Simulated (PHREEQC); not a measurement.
# Alkaline etch or developer

Dissolve 0.062 mol/kgw NH3, 0.00019 mol/kgw H3BO3 and 0.21 mol/kgw K3PO4 at 25 °C. Closed to the air; pH follows from the charge balance.

Equilibrium calculation in PHREEQC: ion-association model, phreeqc.dat.

Precipitation was switched off in this run.

**Question.** Predict the pH, ionic strength.

**Answer.** pH 12.09; ionic strength 1.21 mol/kgw.

**Question.** In which forms is P present?

**Answer.** PO4-3 90 %, HPO4-2 8.8 %, KHPO4- 1.6 % of the P.

The ionic strength is past about 0.7 mol/kgw, beyond the range of this activity model, so the values are rough. Species that the database lacks are ignored.
